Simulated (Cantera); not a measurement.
**Equilibrium for silicon etching in halogen gases: Si + HF + H2**

A closed system holds: 1 mol Si, 7.7 mol HF, 5.3 mol H2, held at 330 Pa.

Method: chemical equilibrium by Gibbs-energy minimisation in Cantera with the NASA 1993 tables (ideal gas, pure condensed phases). Candidate condensed phases: Si; 25 gas species. The tables' values for SiF3, SiF2 are old estimates; treat these amounts as uncertain. Equilibrium is a limit: real reactors are often held back by kinetics, nucleation or transport.

From 300 °C to 1500 °C nothing is condensed. The main Si-bearing gas is SiF4 throughout.

| T (°C) | x H2 | x HF | x SiF4 | x SiF3 | x H | x SiF2 |
|---|---|---|---|---|---|---|
| 300 | 0.608 | 0.308 | 0.0833 | <1e-12 | <1e-12 | <1e-12 |
| 400 | 0.608 | 0.308 | 0.0833 | <1e-12 | <1e-12 | <1e-12 |
| 500 | 0.608 | 0.308 | 0.0833 | 6.21e-12 | 1.23e-11 | <1e-12 |
| 600 | 0.608 | 0.308 | 0.0833 | 5.81e-10 | 6.35e-10 | <1e-12 |
| 700 | 0.608 | 0.308 | 0.0833 | 2.12e-8 | 1.47e-8 | <1e-12 |
| 800 | 0.608 | 0.308 | 0.0833 | 3.91e-7 | 1.90e-7 | 2.97e-12 |
| 900 | 0.608 | 0.308 | 0.0833 | 4.36e-6 | 1.60e-6 | 2.70e-10 |
| 1000 | 0.608 | 0.308 | 0.0833 | 3.31e-5 | 9.68e-6 | 1.19e-8 |
| 1100 | 0.608 | 0.309 | 0.0831 | 0.000185 | 4.52e-5 | 3.00e-7 |
| 1200 | 0.607 | 0.309 | 0.0824 | 0.000811 | 0.000172 | 4.76e-6 |
| 1300 | 0.605 | 0.311 | 0.0802 | 0.00285 | 0.000551 | 5.11e-5 |
| 1400 | 0.600 | 0.316 | 0.0743 | 0.00806 | 0.00154 | 0.000379 |
| 1500 | 0.588 | 0.326 | 0.0624 | 0.0177 | 0.00380 | 0.00191 |
x: gas mole fraction; nothing condenses.
